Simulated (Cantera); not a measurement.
Charge: 1 mol CuO, 2.3 mol CO, 1.6 mol H₂, held at 950 °C and 10.0 Torr.

Equilibrium computed with Cantera from the NASA thermochemical tables; the gas is ideal and each condensed phase is pure. Candidate condensed phases: C, C₆H₆, C₇H₈, C₈H₁₈, Cu, CuO, Cu(OH)₂, Cu₂O, H₂O; 113 gas species. Equilibrium is a limit: real reactors are often held back by kinetics, nucleation or transport.

Base state: CO 0.456, H₂ 0.287, CO₂ 0.134, H₂O 0.123 (mole fractions); condensed: Cu(s).

Task: What changes in the equilibrium state with this change: H₂ from 1.6 to 0.64 mol?

Result: 
```csv
species,before,after
CO,0.456,0.531
CO₂,0.134,0.251
H₂,0.287,0.129
H₂O,0.123,0.0890
"Cu(s), mol",1.000,1.000
```

Task: What changes in the equilibrium state with this change: CO from 2.3 to 1.2 mol?

Result: 
| species | before | after |
|---|---|---|
| H₂ | 0.287 | 0.346 |
| CO | 0.456 | 0.297 |
| H₂O | 0.123 | 0.225 |
| CO₂ | 0.134 | 0.132 |
| Cu(s), mol | 1.000 | 1.000 |

Task: What changes in the equilibrium state with this change: pressure from 10.0 Torr to 5250 Torr?

Result: 
```csv
species,before,after
CO,0.456,0.455
H₂,0.287,0.286
CO₂,0.134,0.135
CH₄,4.18e-9,0.00112
H₂O,0.123,0.123
"Cu(s), mol",1.000,1.00
```
